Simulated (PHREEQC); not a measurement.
Solution A (7.9 mmol/kgw CuCl2 and 0.065 mmol/kgw NaCl) is mixed with solution B (0.022 mol HNO3, 0.00022 mol CuSO4 and 0.00075 mol CuCl2 per kg of water) at 28 °C; shares are by mass of water, 1 kg in all. Oxygen alone is held at its pressure in air (log pO2 = -0.68). No CO2 enters from the air. Only these solids could form: Cu(OH)2, Brochantite, Antlerite, Atacamite, Cu2(OH)3NO3, Halite, Mirabilite, Chalcanthite.

Computed with PHREEQC (ion-association model, wateq4f.dat).

Predict pH, HSO4- (mol/kgw), SO4-2 (mol/kgw) at share of solution B = 0, 0.6, 0.7, 0.8, 0.9.


```json
[
 {"share of solution B": "0", "pH": "4.60", "HSO4- (mol/kgw)": "0", "SO4-2 (mol/kgw)": "0"},
 {"share of solution B": "0.6", "pH": "1.94", "HSO4- (mol/kgw)": "5.08e-5", "SO4-2 (mol/kgw)": "6.54e-5"},
 {"share of solution B": "0.7", "pH": "1.87", "HSO4- (mol/kgw)": "6.63e-5", "SO4-2 (mol/kgw)": "7.33e-5"},
 {"share of solution B": "0.8", "pH": "1.81", "HSO4- (mol/kgw)": "8.32e-5", "SO4-2 (mol/kgw)": "8.06e-5"},
 {"share of solution B": "0.9", "pH": "1.76", "HSO4- (mol/kgw)": "0.000101", "SO4-2 (mol/kgw)": "8.74e-5"}
]
```

Complexes and solids missing from the database can't appear.
